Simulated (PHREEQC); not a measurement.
Spent oxide etchant: an equilibrium model

A solution holds 0.018 mol HF, 0.015 mol (NH4)2SiF6 and 0.019 mol H3AsO4 per kg of water, at 5 °C. Closed to the air; pH follows from the charge balance.

The numbers come from PHREEQC with the ion-association model, wateq4f.dat.

The pH is 2.04 and the ionic strength is 0.0556 mol/kgw. The total alkalinity is -97.0 meq/kg.

```tsv
species	molality	activity	log γ
NH4+	0.0300	0.0246	-0.086
SiF6-2	0.0150	0.00691	-0.337
HF	0.0140	0.0141	0.006
H+	0.0106	0.00903	-0.069
H3AsO4	0.0103	0.0104	0.006
H2AsO4-	0.00868	0.00712	-0.086
F-	0.00182	0.00147	-0.092
H2F2	0.00103	0.00104	0.006
HF2-	8.03e-5	6.50e-5	-0.092
HAsO4-2	1.10e-7	4.97e-8	-0.344
H4SiO4	9.13e-9	9.25e-9	0.006
```

Precipitation was switched off in this run. Constants without temperature data keep their 25 °C values here. SiF6-2 is the database's only silicon fluoride.
